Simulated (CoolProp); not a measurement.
Dimethyl ether at 293.15 K and 0.0826 MPa is throttled through a valve to 0.0334 MPa with no heat exchange. Each further row changes one setting.

The numbers come from the reference Helmholtz-energy equation of state, Wu 2011 in CoolProp.

```csv
case,temperature change (K),final density (kg/m³)
as stated,…,…
outlet pressure 0.01 MPa,…,…
outlet pressure 0.0434 MPa,…,…
```

Q: Fill in the missing entries.

A: 
- as stated, temperature change (K): -1.3
- as stated, final density (kg/m³): 0.638
- outlet pressure 0.01 MPa, temperature change (K): -1.9
- outlet pressure 0.01 MPa, final density (kg/m³): 0.191
- outlet pressure 0.0434 MPa, temperature change (K): -1.0
- outlet pressure 0.0434 MPa, final density (kg/m³): 0.830
